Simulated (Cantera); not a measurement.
Charge: 1 mol B2H6, 7.1 mol H2O, 0.45 mol N2, held at 49.0 Pa.

These are equilibrium values from Cantera (NASA tables, ideal gas, pure condensed phases), not measurements of a reactor. Candidate condensed phases: B, BN, B2O3, B3O3H3, H2O; 39 gas species. The feed counts by its element totals alone. Gases not in the tables: H3BO3. Equilibrium is a limit: real reactors are often held back by kinetics, nucleation or transport. All values below are at 1325 K.

Base state: H2 0.538, H2O 0.316, HBO2 0.105, N2 0.0404, B2O3 0.000748, H 5.42e-5, (HBO2)3 2.98e-5, HBO 2.85e-5 (mole fractions); condensed: B2O3(l).

**Question.** What changes in the equilibrium state with this change: pressure from 49.0 Pa to 20.0 Pa?

**Answer.** 
```tsv
species	before	after
H2	0.538	0.524
H2O	0.316	0.280
HBO2	0.105	0.155
N2	0.0404	0.0393
B2O3	0.000748	0.00183
(HBO2)3	2.98e-5	1.60e-5
HBO	2.85e-5	4.60e-5
H	5.42e-5	8.37e-5
B2O3(l), mol	0.407	0.0920
```

**Question.** What changes in the equilibrium state with this change: H2O from 7.1 to 0.079 mol?

**Answer.** 
| species | before | after |
|---|---|---|
| H2 | 0.538 | 0.979 |
| HBO | 2.85e-5 | 0.0162 |
| B2O2 | 1.93e-8 | 0.00342 |
| H2O | 0.316 | 2.18e-6 |
| HBO2 | 0.105 | 0.000226 |
| N2 | 0.0404 | 5.58e-8 |
| B3O3H3 | <1e-9 | 0.000101 |
| (HBO2)3 | 2.98e-5 | <1e-9 |
| BO | 9.90e-8 | 4.17e-5 |
| B2O3 | 0.000748 | 0.000504 |
| H | 5.42e-5 | 7.31e-5 |
| B2O3(l), mol | 0.407 | 0 |
| B(s), mol | 0 | 1.02 |
| BN(s), mol | 0 | 0.900 |
N2 is the only nitrogen source here; it is nearly inert below about 1500 K, so the nitride shown seldom forms there in practice. Mutual solubility and eutectic melting of coexisting phases are not modelled.
